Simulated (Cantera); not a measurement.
Input (Python, Cantera):

```python
import numpy as np
import cantera as ct

gas = ct.Solution("gri30.yaml")
gas.TPX = 1723, 460000, {'CH3OH': 1, 'O2': 3.26, 'N2': 12.3}
reactor = ct.IdealGasConstPressureReactor(gas, energy="on", clone=False)
net = ct.ReactorNet([reactor])
net.rtol, net.atol = 1e-08, 1e-16
show = ['CH3OH', 'O2', 'CO', 'C2H4', 'CO2', 'CH3', 'N2O']
times = np.geomspace(1e-06, 7, 14)

steps = ct.SolutionArray(gas, extra=["t"])
rows = []
print(f"{'t/s':>10s}{'T/K':>9s}{'P/Pa':>11s}" + "".join(f"{s:>11s}" for s in show))
for t in times:
    while net.time < t:
        t_next = net.step()
        steps.append(gas.state, t=t_next)
    rows.append([np.interp(t, steps.t, y) for y in (steps.T, steps.P, *steps(*show).X.T)])
    print(f"{t:10.3e}{rows[-1][0]:9.1f}{rows[-1][1]:11.4g}" + "".join(f"{x:11.3e}" for x in rows[-1][2:]))
rate = np.gradient(steps.T, steps.t)
print("integrator steps:", len(steps.t))
if steps.T.max() > steps.T[0] + 200:
    print(f"time of steepest temperature rise: {steps.t[rate.argmax()]:.4e} s")
gas.TPX = 1723, 460000, {'CH3OH': 1, 'O2': 3.26, 'N2': 12.3}
gas.equilibrate("HP")
print(f"equilibrium (HP): T = {gas.T:.1f} K  " + "  ".join(f"{s} {gas[s].X[0]:.3e}" for s in show))
```

It prints:

```
       t/s      T/K       P/Pa      CH3OH         O2         CO       C2H4        CO2        CH3        N2O
 1.000e-06   1722.9    4.6e+05  5.990e-02  1.965e-01  4.499e-05  4.447e-08  1.342e-05  5.830e-05  1.314e-09
 3.362e-06   1725.4    4.6e+05  5.762e-02  1.949e-01  2.412e-04  4.247e-07  4.639e-05  6.148e-05  1.744e-08
 1.130e-05   1848.3    4.6e+05  2.592e-02  1.719e-01  1.481e-02  1.383e-06  6.793e-04  4.788e-05  2.677e-07
 3.799e-05   2550.0    4.6e+05  7.012e-18  1.012e-01  7.940e-03  1.296e-26  4.996e-02  1.002e-16  1.764e-06
 1.277e-04   2600.8    4.6e+05  3.175e-18  1.007e-01  4.852e-03  2.642e-27  5.327e-02  4.569e-17  1.777e-06
 4.293e-04   2598.2    4.6e+05  3.118e-18  9.985e-02  4.811e-03  2.544e-27  5.332e-02  4.449e-17  1.773e-06
 1.443e-03   2591.0    4.6e+05  2.970e-18  9.764e-02  4.706e-03  2.295e-27  5.344e-02  4.135e-17  1.781e-06
 4.851e-03   2579.8    4.6e+05  2.751e-18  9.420e-02  4.546e-03  1.940e-27  5.362e-02  3.676e-17  1.840e-06
 1.631e-02   2576.0    4.6e+05  2.681e-18  9.305e-02  4.493e-03  1.831e-27  5.368e-02  3.531e-17  1.871e-06
 5.482e-02   2576.0    4.6e+05  2.680e-18  9.304e-02  4.492e-03  1.830e-27  5.368e-02  3.530e-17  1.871e-06
 1.843e-01   2576.0    4.6e+05  2.680e-18  9.304e-02  4.492e-03  1.830e-27  5.368e-02  3.530e-17  1.871e-06
 6.194e-01   2576.0    4.6e+05  2.680e-18  9.304e-02  4.492e-03  1.830e-27  5.368e-02  3.530e-17  1.871e-06
 2.082e+00   2576.0    4.6e+05  2.680e-18  9.304e-02  4.492e-03  1.830e-27  5.368e-02  3.530e-17  1.871e-06
 7.000e+00   2576.0    4.6e+05  2.680e-18  9.304e-02  4.492e-03  1.830e-27  5.368e-02  3.530e-17  1.871e-06
integrator steps: 1561
time of steepest temperature rise: 1.4610e-05 s
equilibrium (HP): T = 2576.0 K  CH3OH 2.782e-18  O2 9.304e-02  CO 4.492e-03  C2H4 2.263e-27  CO2 5.368e-02  CH3 5.121e-17  N2O 1.871e-06
```

Detailed kinetics in Cantera: GRI-Mech 3.0 (53 species, 325 reactions). GRI-Mech 3.0 was tuned for natural gas; its chemistry of methanol as a main component is partial and can be far from experiment.
